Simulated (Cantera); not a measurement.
What does this Cantera script print?

```python
import numpy as np
import cantera as ct

gas_names = """
    H H2 N NH NH2 NH3 N2 N2H2 N2H4 Pb Pb2
""".split()
cond_names = """
    Pb(cr) Pb(L)
""".split()


# ... load() reads the species with a 1 bar reference pressure and builds the phases ...
atoms = {
    'Pb': {'Pb': 1},
    'H2': {'H': 2},
    'N2': {'N': 2},
}
top_T = {}  # K; cautious upper limits of use, not melting points


# ... equilibrate(T, P, feed) seeds the gas with the atoms and calls Mixture.equilibrate('TP', solver="vcs", rtol=1e-11, max_steps=5000) ...
results = []
T = 1173.15  # K
P = 570  # Pa
for m in [0.44, 0.59, 0.78, 1, 1.4, 1.8, 2.4, 3.1, 4.1, 5.5, 7.2, 9.6, 13]:
    feed = {'Pb': 1, 'H2': 7.9, 'N2': m}  # mol
    mix = equilibrate(T, P, feed)
    results.append((T, P, feed, dict(zip(mix.species_names, mix.species_moles))))

top = {s: max(r[3][s] / sum(r[3][g] for g in gas_names) for r in results) for s in gas_names}
cols = sorted((s for s in top if top[s] > 1e-06), key=lambda s: -top[s])[:7]
seen = [c for c in cond_names if any(r[3].get(c, 0) > 1e-12 for r in results)]
print("log10 of partial pressures in bar; condensed amounts in mol")
print(f"{'n(N2)':>10s}" + "".join(f"{s[:9]:>10s}" for s in cols + seen))
for T, P, feed, n in results:
    ng = sum(n[g] for g in gas_names)
    print(f"{feed['N2']:10.4g}" + "".join(f"{np.log10(max(n[s] / ng * P / 1e5, 1e-99)):10.3f}" for s in cols)
          + "".join(f"{n.get(c, 0):10.4g}" for c in seen))
```

It prints:

```
log10 of partial pressures in bar; condensed amounts in mol
     n(N2)        H2        N2        Pb       Pb2         H     Pb(L)
      0.44    -2.301    -3.555    -3.374    -7.924    -8.078    0.3318
      0.59    -2.309    -3.436    -3.374    -7.924    -8.082    0.3198
      0.78    -2.318    -3.324    -3.374    -7.924    -8.086    0.3046
         1    -2.329    -3.227    -3.374    -7.924    -8.092     0.287
       1.4    -2.348    -3.100    -3.374    -7.924    -8.101    0.2549
       1.8    -2.367    -3.009    -3.374    -7.924    -8.111    0.2229
       2.4    -2.393    -2.910    -3.374    -7.924    -8.124    0.1748
       3.1    -2.421    -2.828    -3.374    -7.924    -8.138    0.1187
       4.1    -2.459    -2.744    -3.374    -7.924    -8.157    0.0386
       5.5    -2.505    -2.662    -3.403    -7.982    -8.180         0
       7.2    -2.553    -2.594    -3.451    -8.079    -8.204         0
       9.6    -2.614    -2.529    -3.511    -8.199    -8.234         0
        13    -2.687    -2.471    -3.585    -8.346    -8.271         0
```

Cantera equilibrium calculation (NASA polynomials, part measured and part estimated; ideal gas, pure solids and liquids).
